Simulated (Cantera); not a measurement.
A closed system holds: 1 mol toluene, 1.1 mol H2, at 2923 K and 1.33 mbar.

Method: chemical equilibrium by Gibbs-energy minimisation in Cantera with the NASA 1993 tables (ideal gas, pure condensed phases). Candidate condensed phases: C, C6H6, C7H8, C8H18; 76 gas species. Equilibrium is a limit: real reactors are often held back by kinetics, nucleation or transport.

Base state: H 0.804, C3 0.101, H2 0.0562, C 0.0179, C2 0.0101, C2H 0.00610, C2H2 (acetylene) 0.00278, C5 0.00145 (mole fractions); condensed: C(graphite).

**Question.** What changes in the equilibrium state with this change: temperature from 2923 K to 2025 K?

**Answer.** 
```
species             before     after
----------------  --------  --------
H2                  0.0562     0.948
H                    0.804    0.0513
C2H2 (acetylene)   0.00278  0.000858
C3                   0.101   3.82e-8
C2                  0.0101   3.24e-9
C                   0.0179   3.89e-8
C5                 0.00145     <1e-9
C4                0.000272     <1e-9
CH                 7.94e-5   6.79e-9
C2H                0.00610   9.46e-7
C(graphite), mol      2.97      6.99
```
